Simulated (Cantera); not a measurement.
A Cantera script and what it prints.

```python
import numpy as np
import cantera as ct

gas_names = """
    C CH CH2 CH3 CH2OH CH3O CH4 CH3OH CO CO2 COOH C2 C2H CHCO,ketyl C2H2,acetylene C2H2,vinylidene
    CH2CO,ketene C2H3,vinyl CH3CO,acetyl C2H4 C2H4O,ethylen CH3CHO,ethanal CH3COOH (HCOOH)2 C2H5 C2H6
    CH3OCH3 C2H5OH C2O C3 C3H3,propargyl C3H4,allene C3H4,propyne C3H4,cyclo- C3H5,allyl C3H6,propylene
    C3H6,cyclo- C3H6O C3H7,n-propyl C3H7,i-propyl C3H8 C3H8O,1propanol C3H8O,2propanol C3O2 C4 C4H2
    C4H4,1,3-cyclo- C4H6,butadiene C4H6,2-butyne C4H6,cyclo- C4H8,1-butene C4H8,cis2-buten
    C4H8,tr2-butene C4H8,isobutene C4H8,cyclo- (CH3COOH)2 C4H9,n-butyl C4H9,i-butyl C4H9,s-butyl
    C4H9,t-butyl C4H10,isobutane C4H10,n-butane C5 C5H6,1,3cyclo- C5H8,cyclo- C5H10,1-pentene
    C5H10,cyclo- C5H11,pentyl C5H11,t-pentyl C5H12,n-pentane C5H12,i-pentane CH3C(CH3)2CH3 C6H2
    C6H5,phenyl C6H5O,phenoxy C6H6 C6H5OH,phenol C6H10,cyclo- C6H12,1-hexene C6H12,cyclo- C6H13,n-hexyl
    C7H7,benzyl C7H8 C7H8O,cresol C7H14,1-heptene C7H15,n-heptyl C7H16,n-heptane C8H8,styrene
    C8H10,ethylbenz C8H16,1-octene C8H17,n-octyl C8H18,isooctane C8H18,n-octane C9H19,n-nonyl
    C10H8,naphthale C10H21,n-decyl C12H9,o-bipheny C12H10,bipheny H HCO HO2 H2 HCHO,formaldehy HCOOH H2O
    H2O2 O OH O2 O3 Ti TiO TiO2
""".split()
cond_names = """
    C(gr) C6H6(L) C7H8(L) C8H18(L),n-octa H2O(s) H2O(L) Ti(a) Ti(b) Ti(L) TiC(s) TiC(L) TiO(a) TiO(b)
    TiO(L) TiO2(ru) TiO2(L) Ti2O3(a) Ti2O3(b) Ti2O3(L) Ti3O5(a) Ti3O5(b) Ti3O5(L) Ti4O7(s) Ti4O7(L)
""".split()


def load(file, names, dense=False):
    # The tables refer to 1 bar. Condensed volumes are neglected.
    table = {s.name: s for s in ct.Species.list_from_file(file)}
    out = []
    for n in names:
        d = dict(table[n].input_data)
        d["thermo"] = dict(d["thermo"], **{"reference-pressure": 1e5})
        if dense:
            d["equation-of-state"] = {"model": "constant-volume", "density": "1e6 g/cm^3"}
        out.append(ct.Species.from_dict(d))
    return out


gas = ct.Solution(thermo="ideal-gas", species=load("nasa_gas.yaml", gas_names))
cond = {s.name: ct.Solution(thermo="fixed-stoichiometry", species=[s], name=s.name)
        for s in load("nasa_condensed.yaml", cond_names, dense=True)}
atoms = {
    'TiO2': {'Ti': 1, 'O': 2},
    'CH4': {'C': 1, 'H': 4},
    'H2': {'H': 2},
}
top_T = {'C(gr)': 4500}  # K; cautious upper limits of use, not melting points


def equilibrate(T, P, feed):
    n = {}
    for name, mol in feed.items():
        for a, k in atoms[name].items():
            n[a] = n.get(a, 0.0) + k * mol
    gas.TPX = T, P, n
    mass = sum(n.values()) * gas.mean_molecular_weight
    gas.equilibrate("TP")
    valid = [c for c in cond.values() if c.min_temp <= T <= top_T.get(c.name, c.max_temp)]
    mix = ct.Mixture([(gas, mass / gas.mean_molecular_weight)] + [(c, 0.0) for c in valid])
    mix.T, mix.P = T, P
    mix.equilibrate("TP", solver="vcs", rtol=1e-11, max_steps=5000)
    return mix


results = []
feed = {'TiO2': 1, 'CH4': 0.99, 'H2': 7.7}  # mol
T = 1873  # K
P = 133.322  # Pa
mix = equilibrate(T, P, feed)
results.append((T, P, feed, dict(zip(mix.species_names, mix.species_moles))))
x = sorted(zip(gas.X, gas.species_names), reverse=True)
print(f"T = {T:g} K  P = {P:g} Pa  gas = {mix.phase_moles(0):.4g} mol")
print("   x: " + "  ".join(f"{s} {v:.3e}" for v, s in x if v > 1e-06))
print("   condensed (mol): " + ("  ".join(f"{mix.phase(i).name} {mix.phase_moles(i):.4g}"
      for i in range(1, mix.n_phases) if mix.phase_moles(i) > 1e-12) or "none"))
```

Output:

```
T = 1873 K  P = 133.322 Pa  gas = 10.76 mol
   x: H2 8.911e-01  CO 9.200e-02  H 1.669e-02  H2O 1.279e-04  TiO 5.524e-05  Ti 4.015e-06  CO2 3.215e-06
   condensed (mol): TiO(b) 0.9821  Ti2O3(b) 0.008621
```

Method: chemical equilibrium by Gibbs-energy minimisation in Cantera with the NASA 1993 tables (ideal gas, pure condensed phases). Mutual solubility and eutectic melting of coexisting phases are not modelled. TiO: taken at fixed stoichiometry.
